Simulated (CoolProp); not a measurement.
Vapour-liquid equilibrium of n-hexane (1) + p-xylene (2) at 450.2 K; x and y are mole fractions of (1).

Values from CoolProp's multi-fluid Helmholtz-energy mixture model, Thol 2019 and Zhou 2012; pair parameters Bell 2016.

```json
[
 {"x": "0.05", "bubble pressure, mixture model (MPa)": "0.3118", "bubble pressure, Raoult's law (MPa)": "0.3067", "y, mixture model": "?", "y, Raoult's law": "0.202"},
 {"x": "0.2", "bubble pressure, mixture model (MPa)": "?", "bubble pressure, Raoult's law (MPa)": "0.4536", "y, mixture model": "0.519", "y, Raoult's law": "0.546"},
 {"x": "0.35", "bubble pressure, mixture model (MPa)": "?", "bubble pressure, Raoult's law (MPa)": "0.6005", "y, mixture model": "?", "y, Raoult's law": "0.721"},
 {"x": "0.5", "bubble pressure, mixture model (MPa)": "0.7491", "bubble pressure, Raoult's law (MPa)": "0.7474", "y, mixture model": "0.781", "y, Raoult's law": "0.828"},
 {"x": "0.65", "bubble pressure, mixture model (MPa)": "0.8868", "bubble pressure, Raoult's law (MPa)": "0.8944", "y, mixture model": "0.857", "y, Raoult's law": "0.899"},
 {"x": "0.8", "bubble pressure, mixture model (MPa)": "1.029", "bubble pressure, Raoult's law (MPa)": "1.041", "y, mixture model": "?", "y, Raoult's law": "0.951"},
 {"x": "0.95", "bubble pressure, mixture model (MPa)": "1.182", "bubble pressure, Raoult's law (MPa)": "1.188", "y, mixture model": "0.980", "y, Raoult's law": "0.989"}
]
```

**Question.** Some entries are withheld; supply them.

**Answer.** 
- 0.05, y, mixture model: 0.198
- 0.2, bubble pressure, mixture model (MPa): 0.4659
- 0.35, bubble pressure, mixture model (MPa): 0.6104
- 0.35, y, mixture model: 0.679
- 0.8, y, mixture model: 0.921

The largest gap from Raoult's law is +2.7 % in bubble pressure, at x = 0.2. No azeotrope shows between x = 0.05 and 0.95.

Pair parameters are fitted to limited data, so mixtures are less certain than the pure fluids. The gap from Raoult's law changes sign with composition, which may be real or a fault of the pair parameters; it wasn't checked against measurements.
